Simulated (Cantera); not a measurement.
An adiabatic, constant-pressure homogeneous reactor starts with 14.0 % CH₄, 13.3 % O₂, 50.2 % N₂, 22.4 % H₂O, at 1525 K and 4.93 atm.

Model: GRI-Mech 3.0 (53 species, 325 reactions), integrated in Cantera.

x: mole fraction; the columns are a selection and need not sum to one.

```json
[
 {"t (s)": "7.00e-6", "T (K)": "1525", "x CH₄": "0.140", "x O₂": "0.133", "x H₂O": "0.224", "x C₂H₄": "6.48e-9", "x C₂H₂": "<1e-12", "x H": "3.27e-8"},
 {"t (s)": "1.45e-5", "T (K)": "1525", "x CH₄": "0.140", "x O₂": "0.133", "x H₂O": "0.224", "x C₂H₄": "8.72e-8", "x C₂H₂": "1.28e-11", "x H": "4.76e-8"},
 {"t (s)": "3.02e-5", "T (K)": "1525", "x CH₄": "0.140", "x O₂": "0.133", "x H₂O": "0.224", "x C₂H₄": "1.02e-6", "x C₂H₂": "3.95e-10", "x H": "7.84e-8"},
 {"t (s)": "6.26e-5", "T (K)": "1525", "x CH₄": "0.140", "x O₂": "0.133", "x H₂O": "0.225", "x C₂H₄": "…", "x C₂H₂": "…", "x H": "…"},
 {"t (s)": "0.000130", "T (K)": "1528", "x CH₄": "0.139", "x O₂": "0.133", "x H₂O": "0.225", "x C₂H₄": "3.91e-5", "x C₂H₂": "1.21e-7", "x H": "2.34e-7"},
 {"t (s)": "0.000270", "T (K)": "1536", "x CH₄": "0.136", "x O₂": "0.131", "x H₂O": "0.227", "x C₂H₄": "0.000236", "x C₂H₂": "1.90e-6", "x H": "6.56e-7"},
 {"t (s)": "0.000560", "T (K)": "1625", "x CH₄": "0.110", "x O₂": "0.114", "x H₂O": "0.244", "x C₂H₄": "0.00401", "x C₂H₂": "0.000205", "x H": "1.20e-5"},
 {"t (s)": "0.00116", "T (K)": "2294", "x CH₄": "3.74e-5", "x O₂": "2.28e-6", "x H₂O": "0.277", "x C₂H₄": "4.05e-8", "x C₂H₂": "2.91e-5", "x H": "0.00167"},
 {"t (s)": "0.00241", "T (K)": "2294", "x CH₄": "3.01e-10", "x O₂": "2.37e-6", "x H₂O": "0.277", "x C₂H₄": "<1e-12", "x C₂H₂": "8.99e-12", "x H": "0.00170"},
 {"t (s)": "0.00500", "T (K)": "2294", "x CH₄": "2.87e-10", "x O₂": "2.37e-6", "x H₂O": "0.277", "x C₂H₄": "<1e-12", "x C₂H₂": "<1e-12", "x H": "0.00170"},
 {"t (s)": "0.0104", "T (K)": "2294", "x CH₄": "2.87e-10", "x O₂": "2.37e-6", "x H₂O": "0.277", "x C₂H₄": "<1e-12", "x C₂H₂": "<1e-12", "x H": "0.00170"},
 {"t (s)": "0.0216", "T (K)": "2294", "x CH₄": "2.86e-10", "x O₂": "2.37e-6", "x H₂O": "0.277", "x C₂H₄": "<1e-12", "x C₂H₂": "<1e-12", "x H": "0.00170"},
 {"t (s)": "0.0447", "T (K)": "2294", "x CH₄": "2.86e-10", "x O₂": "2.37e-6", "x H₂O": "0.277", "x C₂H₄": "<1e-12", "x C₂H₂": "<1e-12", "x H": "0.00170"},
 {"t (s)": "0.0929", "T (K)": "2294", "x CH₄": "2.86e-10", "x O₂": "2.37e-6", "x H₂O": "0.277", "x C₂H₄": "<1e-12", "x C₂H₂": "<1e-12", "x H": "0.00170"},
 {"t (s)": "0.193", "T (K)": "2294", "x CH₄": "2.86e-10", "x O₂": "2.37e-6", "x H₂O": "0.277", "x C₂H₄": "<1e-12", "x C₂H₂": "<1e-12", "x H": "0.00170"},
 {"t (s)": "0.400", "T (K)": "2294", "x CH₄": "2.86e-10", "x O₂": "2.37e-6", "x H₂O": "0.277", "x C₂H₄": "<1e-12", "x C₂H₂": "<1e-12", "x H": "0.00170"}
]
```

Task: Some entries are withheld; supply them.

Result: 
- 6.26e-5, x C₂H₄: 7.60e-6
- 6.26e-5, x C₂H₂: 8.67e-9
- 6.26e-5, x H: 1.31e-7
